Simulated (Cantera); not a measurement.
## Ignition delay

Mixture: CO : H₂ : O₂ : N₂ = 1 : 0.051 : 0.438 : 2.23 (molar parts), equivalence ratio 1.2, at 10.0 bar, adiabatic and at constant volume. Ignition delay is the time to a rise of 400 K.

Computed with Cantera and GRI-Mech 3.0 (53 species, 325 reactions). The hydrogen kinetics of GRI-Mech 3.0 are dated; newer H2 mechanisms differ, most at raised pressure. Where the delays flatten at high temperature, the 400 K rule measures the pace of heat release, not the induction time.

```tsv
T0 (K)	delay (ms)
1200	0.0606
1300	0.0184
1400	0.00977
1500	0.00669
1600	0.00522
1700	0.00441
1800	0.00393
1900	0.00364
2000	0.00349
```
